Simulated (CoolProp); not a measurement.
Computed with CoolProp (reference Helmholtz-energy equation of state, Tillner-Roth 1994).

Task: For R134a, give the phase and the cp (kJ/(kg K)), speed of sound (m/s), Joule-Thomson coefficient (K/MPa), viscosity (µPa s) at 339.3 K and 19 bar; 339.3 K and 69.8 bar.

Result: 
- 339.3 K and 19 bar: gas; cp 1.46, speed of sound 130, Joule-Thomson coefficient 19.5, viscosity 14.0
- 339.3 K and 69.8 bar: liquid; cp 1.53, speed of sound 401, Joule-Thomson coefficient 0.224, viscosity 135

Viscosity comes from a separate model (Huber 2003), an estimate that may be off by 10 % or more.
